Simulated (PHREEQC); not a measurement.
0.5 g of hydrous ferric oxide (600 m²/g; 0.2 weak and 0.005 strong sites per Fe, Dzombak-Morel constants, diffuse double layer) in 1 kg of water with 0.3 mol/kgw of an inert sodium salt and 0.084 mmol/kgw Na2SeO4, at 25 °C; the pH is set by adding NaOH or the inert anion's acid. Oxygen is held at 0.21 atm. CO2 from the air is kept out. Precipitation was switched off in this run.

Base run: PHREEQC, ion-association model, wateq4f.dat. Each further column changes one thing. The table gives surface charge σ (C/m²).

```csv
pH,base,background salt from 0.3 to 0.03 mol/kgw,oxide from 0.5 to 2.5 g/kgw,0.00079 mol/kgw NaH2PO4 added
4,0.305,0.233,0.339,0.090
4.75,0.261,0.157,0.288,0.056
5.12,0.228,0.123,0.249,0.038
5.88,0.154,0.069,0.162,0.003
6.25,0.122,0.051,0.125,-0.013
7,0.065,0.026,0.065,-0.039
7.75,0.020,0.008,0.020,-0.061
8.12,-0.001,0.000,-0.001,-0.072
8.88,-0.044,-0.018,-0.044,-0.095
9.25,-0.068,-0.029,-0.068,-0.107
10,-0.132,-0.062,-0.132,-0.145
```

 H3PO4, which wateq4f.dat lacks, is added to it with the constant of phreeqc.dat.
